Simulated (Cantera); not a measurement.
Cantera with NASA thermochemical tables; ideal gases at 1 bar, condensed phases pure. Values are per mole of reaction as written; species without (g) are pure solids or liquids, kept so even where they would boil at 1 bar.

Zr + O2(g) = ZrO2(g)

```tsv
T (K)	ΔH° (kJ)	ΔS° (J/K)	ΔG° (kJ)	log10 K
1173	-296.9	16.2	-315.9	14.07
1198	-297.1	16.0	-316.3	13.79
1223	-297.3	15.8	-316.7	13.52
1248	-297.5	15.7	-317.1	13.27
1273	…	…	…	…
1298	…	…	…	…
```

Q: What belongs in the gaps?

A: 
- 1273, ΔH° (kJ): -297.7
- 1273, ΔS° (J/K): 15.5
- 1273, ΔG° (kJ): -317.4
- 1273, log10 K: 13.03
- 1298, ΔH° (kJ): -297.8
- 1298, ΔS° (J/K): 15.4
- 1298, ΔG° (kJ): -317.8
- 1298, log10 K: 12.79
